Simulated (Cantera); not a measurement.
## Catalytic stagnation flow on Pt

A jet of 3.91 % CH4, 12.7 % O2, 83.4 % N2, equivalence ratio 0.62 at 300 K and 0.460 bar hits a platinum plate 6.9 cm away at a mass flux of 0.073 kg/m²/s; the plate temperature is set and raised in steps from an oxygen-covered start.

Detailed kinetics in Cantera: Deutschmann's 1995 Pt surface mechanism with GRI-Mech 3.0 gas chemistry. Catalytic surfaces can have several steady states; this one follows from the mechanism file's or the stated starting coverage.

```json
[
 {"plate T (K)": "900", "wall x CH4": "0.0174", "wall x O2": "0.0804", "wall x H2O": "0.0405", "wall x OH": "2.37e-8", "wall x CO": "5.58e-6", "wall x CO2": "0.0268", "θ free Pt": "0.141", "θ O*": "0.856", "θ OH*": "0.00315"},
 {"plate T (K)": "950", "wall x CH4": "0.0101", "wall x O2": "0.0650", "wall x H2O": "0.0538", "wall x OH": "6.68e-8", "wall x CO": "4.55e-6", "wall x CO2": "0.0357", "θ free Pt": "0.205", "θ O*": "0.792", "θ OH*": "0.00343"},
 {"plate T (K)": "1000", "wall x CH4": "0.00619", "wall x O2": "0.0568", "wall x H2O": "0.0609", "wall x OH": "1.74e-7", "wall x CO": "3.77e-6", "wall x CO2": "0.0405", "θ free Pt": "0.272", "θ O*": "0.725", "θ OH*": "0.00335"},
 {"plate T (K)": "1050", "wall x CH4": "0.00408", "wall x O2": "0.0524", "wall x H2O": "0.0646", "wall x OH": "4.06e-7", "wall x CO": "3.29e-6", "wall x CO2": "0.0430", "θ free Pt": "0.338", "θ O*": "0.659", "θ OH*": "0.00310"},
 {"plate T (K)": "1100", "wall x CH4": "0.00272", "wall x O2": "0.0503", "wall x H2O": "0.0665", "wall x OH": "8.84e-7", "wall x CO": "3.89e-6", "wall x CO2": "0.0440", "θ free Pt": "0.403", "θ O*": "0.594", "θ OH*": "0.00280"},
 {"plate T (K)": "1150", "wall x CH4": "0.00182", "wall x O2": "0.0486", "wall x H2O": "0.0680", "wall x OH": "1.76e-6", "wall x CO": "4.90e-6", "wall x CO2": "0.0448", "θ free Pt": "0.466", "θ O*": "0.531", "θ OH*": "0.00250"}
]
```
x: mole fraction at the wall; θ: surface coverage.
